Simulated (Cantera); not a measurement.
An adiabatic, constant-volume homogeneous reactor starts with CH₄ : C₂H₆ : C₃H₈ : O₂ : N₂ = 1 : 0.033 : 0.064 : 4.51 : 17 (molar parts), at 1025 K and 0.390 bar. Integrator tolerance rtol = 1e-08.

Detailed kinetics in Cantera: GRI-Mech 3.0 (53 species, 325 reactions).

```tsv
quantity	before	after
temperature at 0.200 s	1027 K	2579 K
equilibrium temperature	2351 K	2579 K
x(CH₄) at 0.200 s	0.0440 (gas-phase equilibrium <1e-12)	<1e-12 (gas-phase equilibrium <1e-12)
x(C₂H₆) at 0.200 s	0.00145 (gas-phase equilibrium <1e-12)	<1e-12 (gas-phase equilibrium <1e-12)
x(C₃H₈) at 0.200 s	0.00273 (gas-phase equilibrium <1e-12)	<1e-12 (gas-phase equilibrium <1e-12)
x(CO₂) at 0.200 s	8.66e-8 (gas-phase equilibrium 0.0522)	0.0442 (gas-phase equilibrium 0.0442)
x(H) at 0.200 s	5.81e-9 (gas-phase equilibrium 0.000418)	0.00246 (gas-phase equilibrium 0.00246)
time of steepest temperature rise	not reached	0.329 ms
```

Q: What was changed between the two runs?
(A) pressure from 0.390 bar to 4.50 bar
(B) initial temperature 1025 to 1625 K
(C) initial temperature 1025 to 1498 K
(D) initial temperature 1025 to 1075 K

A: C, initial temperature 1025 to 1498 K
